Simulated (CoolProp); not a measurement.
2000 sccm (0 °C, 1 atm) of nitrogen bubbles through liquid benzene at 285.9 K and leaves saturated at a total pressure of 0.15 MPa (ideal gas phase). Each further row changes one setting.

Model: reference Helmholtz-energy equation of state, Thol 2012, in CoolProp.

| case | vapour pressure (kPa) | mole fraction of vapour | delivery (mg/min) | delivery (sccm) | change of delivery for a bath 1 K warmer (%) |
|---|---|---|---|---|---|
| as stated | 7.00 | … | … | … | 5.5 |
| bath temperature 290.9 K | … | … | 444 | … | 5.3 |
| total pressure 0.3 MPa | 7.00 | 0.0233 | 167 | 47.8 | … |

Task: Complete the blanks.

Result: 
- as stated, mole fraction of vapour: 0.0467
- as stated, delivery (mg/min): 341
- as stated, delivery (sccm): 97.9
- bath temperature 290.9 K, vapour pressure (kPa): 8.99
- bath temperature 290.9 K, mole fraction of vapour: 0.0599
- bath temperature 290.9 K, delivery (sccm): 128
- total pressure 0.3 MPa, change of delivery for a bath 1 K warmer (%): 5.4
